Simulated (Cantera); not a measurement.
An adiabatic, constant-volume homogeneous reactor starts with CH3OH : O2 : N2 = 1 : 1.15 : 4.34 (molar parts), equivalence ratio 1.3, at 1400 K and 9750 Torr. Integrator tolerance rtol = 1e-08.

Model: GRI-Mech 3.0 (53 species, 325 reactions), integrated in Cantera. GRI-Mech 3.0 was tuned for natural gas; its chemistry of methanol as a main component is partial and can be far from experiment. The pressure lies above the range GRI-Mech 3.0 was tuned for (to about 10 atm). Above 3000 K some thermodynamic fits are extrapolated.

```json
[
 {"quantity": "time of steepest temperature rise", "before": "64.7 µs", "after": "0.169 ms"},
 {"quantity": "temperature at 0.500 s", "before": "3093 K", "after": "3061 K"},
 {"quantity": "equilibrium temperature", "before": "3093 K", "after": "3061 K"},
 {"quantity": "x(CH3OH) at 0.500 s", "before": "<1e-12 (gas-phase equilibrium <1e-12)", "after": "<1e-12 (gas-phase equilibrium <1e-12)"},
 {"quantity": "x(O2) at 0.500 s", "before": "0.00385 (gas-phase equilibrium 0.00385)", "after": "0.00326 (gas-phase equilibrium 0.00326)"},
 {"quantity": "x(NO) at 0.500 s", "before": "0.00619 (gas-phase equilibrium 0.00619)", "after": "0.00550 (gas-phase equilibrium 0.00550)"},
 {"quantity": "x(H2) at 0.500 s", "before": "0.0374 (gas-phase equilibrium 0.0374)", "after": "0.0365 (gas-phase equilibrium 0.0365)"},
 {"quantity": "x(HCO) at 0.500 s", "before": "1.23e-6 (gas-phase equilibrium 1.23e-6)", "after": "1.14e-6 (gas-phase equilibrium 1.14e-6)"}
]
```

**Question.** Name the change that produced these shifts.
A) pressure from 9750 Torr to 760 Torr
B) CH3OH 1 to 2.9 parts
C) initial temperature 1400 to 1325 K
D) N2 4.34 to 11 parts

**Answer.** C, initial temperature 1400 to 1325 K
